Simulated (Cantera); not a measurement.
Feed: 1 mol MgO, 0.91 mol CO, equilibrated at 15.0 Pa.

Equilibrium computed with Cantera from the NASA thermochemical tables; the gas is ideal and each condensed phase is pure. Candidate condensed phases: C, Mg, MgCO₃, MgO; 15 gas species. Equilibrium is a limit: real reactors are often held back by kinetics, nucleation or transport. All values below are at 1975 K.

Base state: CO 0.778, Mg 0.111, CO₂ 0.110, O 0.000556, O₂ 0.000153, MgO 8.37e-5 (mole fractions); condensed: MgO(s).

Question: What changes in the equilibrium state with this change: pressure from 15.0 Pa to 0.100 bar?

Answer: 
```tsv
species	before	after
CO	0.778	0.990
Mg	0.111	0.00483
CO₂	0.110	0.00483
O₂	0.000153	<1e-9
O	0.000556	2.88e-8
MgO	8.37e-5	1.26e-7
MgO(s), mol	0.886	0.996
```
